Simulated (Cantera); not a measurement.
**TiO₂ + CO + CH₄ (carbothermic reduction)**

Input: 1 mol TiO₂, 5.5 mol CO, 1.1 mol CH₄, held at 2275 K and 133 Pa.

Method: chemical equilibrium by Gibbs-energy minimisation in Cantera with the NASA 1993 tables (ideal gas, pure condensed phases). Candidate condensed phases: C, C₆H₆, C₇H₈, C₈H₁₈, H₂O, Ti, TiC, TiO, TiO₂, Ti₂O₃, Ti₃O₅, Ti₄O₇; 113 gas species. TiO: taken at fixed stoichiometry. Rates play no part.

The x(CO) comes out as 0.689, the x(H₂) comes out as 0.180 and the x(H) is 0.0987. The x(TiO) is 0.0217 and the x(Ti) is 0.0106. The x(TiO₂) is 0.000110 and the x(H₂O) is 2.71e-5. The x(CO₂) is 1.88e-5, the x(OH) is 2.31e-6 and the n(TiO(l)) comes out as 0.690 mol. The gas amount is 9.583 mol, the log10 activity of Ti₂O₃(l) (absent) is -0.95 and the log10 activity of Ti(l) (absent) is -1.22. The log10 activity of Ti₃O₅(l) (absent) is -2.10.
